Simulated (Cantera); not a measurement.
An isothermal, constant-pressure homogeneous reactor starts with 8.59 % H₂, 13.9 % O₂, 77.6 % N₂, equivalence ratio 0.31, at 798 K and 113 Torr.

Model: GRI-Mech 3.0 (53 species, 325 reactions), integrated in Cantera. Below about 950 K walls govern HO2 and H2O2 in real vessels. The temperature is held fixed by assumption; the heat of reaction is taken as removed at once.

**Question.** Predict: x(H₂) at 8.00 s; x(O₂) at 8.00 s; x(NO₂) at 8.00 s.

**Answer.** x(H₂) at 8.00 s: 0.0493 (gas-phase equilibrium <1e-12)
x(O₂) at 8.00 s: 0.122 (gas-phase equilibrium 0.0999)
x(NO₂) at 8.00 s: 1.87e-9 (gas-phase equilibrium 1.14e-7)
